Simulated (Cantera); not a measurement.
A freely propagating, adiabatic, planar premixed flame of CH₄ : C₂H₆ : C₃H₈ : O₂ : N₂ = 1 : 0.11 : 0.74 : 6.08 : 22.9 (molar parts), equivalence ratio 1.0, unburnt at 450 K and 5.00 bar; mixture-averaged transport, grid criteria slope 0.08 and curve 0.16, no radiation.

Cantera simulation using GRI-Mech 3.0 (53 species, 325 reactions); the numbers are that mechanism's predictions, not measurements. GRI-Mech 3.0 was tuned for natural gas; its chemistry of propane as a main component is partial and can be far from experiment. Burning velocities carry a grid error of a few per cent, more on coarse grids.

Q: What does this change do: inlet temperature 450 to 700 K?

A: 
```tsv
quantity	before	after
laminar burning velocity	54.4 cm/s	135 cm/s
thermal thickness	0.0933 mm	0.0712 mm
peak x(OH)	0.00720	0.00990
peak x(H₂O₂)	7.72e-5	5.38e-5
peak x(O)	0.00231	0.00366
```

Q: What does this change do: 0.94 parts H2 added?

A: 
```
quantity                     before      after
------------------------  ---------  ---------
laminar burning velocity  54.4 cm/s  64.3 cm/s
thermal thickness         0.0933 mm  0.0836 mm
peak x(OH)                  0.00720    0.00744
peak x(H₂O₂)                7.72e-5    7.66e-5
peak x(O)                   0.00231    0.00210
```
